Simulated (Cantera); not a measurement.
## B2O3 + F2 + N2 (oxide etching and cleaning by halides)

A closed system holds: 1 mol B2O3, 2.9 mol F2, 21 mol N2, at 13.3 mbar.

Cantera equilibrium calculation (NASA polynomials, part measured and part estimated; ideal gas, pure solids and liquids). Candidate condensed phases: B, BN, B2O3; 31 gas species. Kinetics and transport are ignored.

```
T (K)   x N2   x BF3    x O2     x BOF      x NO       x F  x B3O3F3
-----  -----  ------  ------  --------  --------  --------  --------
900    0.861  0.0779  0.0595   1.72e-5   5.13e-6    <1e-12   0.00136
1000   0.861  0.0779  0.0595  0.000199   1.74e-5  2.27e-11   0.00130
1100   0.860  0.0779  0.0594   0.00132   4.72e-5  4.06e-10  0.000925
1200   0.859  0.0777  0.0593   0.00368  0.000108   5.93e-9  0.000134
1300   0.859  0.0777  0.0592   0.00408  0.000219   8.43e-8   2.68e-6
1400   0.859  0.0777  0.0591   0.00408  0.000401   8.57e-7   7.34e-8
1500   0.859  0.0777  0.0590   0.00409  0.000677   6.40e-6   3.27e-9
1600   0.858  0.0777  0.0587   0.00410   0.00107   3.71e-5  2.19e-10
1700   0.858  0.0776  0.0584   0.00417   0.00160  0.000174  2.12e-11
1800   0.857  0.0773  0.0578   0.00441   0.00227  0.000671  3.05e-12
1900   0.856  0.0765  0.0568   0.00513   0.00311   0.00213    <1e-12
```
x: gas mole fraction; nothing condenses.

From 900 K to 1900 K nothing is condensed. The main B-bearing gas is BF3 throughout.
